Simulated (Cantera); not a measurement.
Silicon oxide and oxynitride deposition: HMDSO + N2O + H2

A closed system holds: 1 mol HMDSO, a varied amount of N2O, 0.2 mol H2, at 1200 K and 0.133 bar.

These are equilibrium values from Cantera (NASA tables, ideal gas, pure condensed phases), not measurements of a reactor. Candidate condensed phases: C, C6H6, C7H8, C8H18, H2O, Si, SiC, SiO2, Si2N2O, Si3N4; 151 gas species. The feed counts by its element totals alone. The tables hold silica as quartz up to 1696 K and as liquid above; real silica turns to tridymite and cristobalite and melts near 1996 K. Rates play no part.

```csv
n(N2O) (mol),log p N2,log p H2,log p CO,log p H2O,log p CO2,log p O2,n C(graphite),n SiO2(β-quartz)
5.3,-1.38,-1.14,-1.74,-4.46,-5.20,<-12,3.69,2.00
6.6,-1.34,-1.20,-1.61,-4.39,-4.94,<-12,2.40,2.00
8.1,-1.32,-1.26,-1.52,-4.37,-4.76,<-12,0.902,2.00
10,-1.28,-1.35,-1.52,-2.45,-2.76,<-12,0,2.00
12,-1.23,-1.45,-1.61,-2.01,-2.31,<-12,0,2.00
15,-1.18,-1.63,-1.76,-1.76,-2.03,<-12,0,2.00
19,-1.13,-1.95,-2.04,-1.61,-1.84,<-12,0,2.00
23,-1.10,-2.65,-2.71,-1.52,-1.72,<-12,0,2.00
29,-1.08,-8.39,-8.44,-1.58,-1.77,-2.16,0,2.00
```
log p: log10 of the partial pressure in bar; n: condensed amount in mol.

From 5.3 mol N2O to 8.1 mol N2O the condensed part is C(graphite) + SiO2(β-quartz). From 10 mol N2O to 29 mol N2O the condensed part is SiO2(β-quartz).
